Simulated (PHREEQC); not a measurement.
Synthetic water in mmol/kgw, 25 °C, pH 6.62, pe 2.7: Na 0.194; K 0.00167; Ca 0.0359; Mg 0.138; Cl 0.19; S(6) 0.105; Alkalinity (meq/kgw) 0.135; Fe(2) 0.000668; B 0.0137.

Valence states are taken as typed.

Computed with PHREEQC (ion-association model, phreeqc.dat).

- ionic strength: 0.000807 mol/kgw
- charge-balance error: 0.9 %

| species | molality | activity | log γ |
|---|---|---|---|
| Na+ | 0.000194 | 0.000188 | -0.014 |
| Cl- | 0.000190 | 0.000184 | -0.014 |
| Mg+2 | 0.000135 | 0.000119 | -0.055 |
| HCO3- | 0.000135 | 0.000131 | -0.014 |
| SO4-2 | 0.000102 | 8.97e-5 | -0.055 |
| CO2 | 7.04e-5 | 7.05e-5 | 0.000 |
| Ca+2 | 3.53e-5 | 3.11e-5 | -0.055 |
| H3BO3 | 1.37e-5 | 1.37e-5 | 0.000 |
| MgSO4 | 2.51e-6 | 2.51e-6 | 0.000 |
| K+ | 1.67e-6 | 1.62e-6 | -0.014 |
| Fe+2 | 6.50e-7 | 5.73e-7 | -0.055 |

This is a speciation only: nothing precipitates in the calculation.
